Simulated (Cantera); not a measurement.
Feed: 1 mol TiC, 4.6 mol H₂, held at 10000 Pa.

Cantera equilibrium calculation (NASA polynomials, part measured and part estimated; ideal gas, pure solids and liquids). Candidate condensed phases: C, C₆H₆, C₇H₈, C₈H₁₈, Ti, TiC; 77 gas species. TiC: taken at fixed stoichiometry. The numbers say what is thermodynamically allowed, not how fast it happens.

Question: At 2823 K, list the 6 most abundant gas species with their mole fractions, and the condensed phases.

Answer: H₂ 0.753, H 0.243, Ti 0.00265, C₂H₂ (acetylene) 0.00124, C₂H 5.27e-5, C 1.81e-5. Condensed: TiC(s).
